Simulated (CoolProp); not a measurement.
Sulfur hexafluoride at 268.34 K and 0.761 MPa is throttled through a valve to 0.408 MPa with no heat exchange. Each further row changes one setting.

Model: reference Helmholtz-energy equation of state, Guder 2009, in CoolProp.

| case | temperature change (K) | final density (kg/m³) |
|---|---|---|
| as stated | -5.3 | 29.4 |
| outlet pressure 0.122 MPa | -9.5 | 8.46 |
| outlet pressure 0.53 MPa | -3.5 | 38.8 |
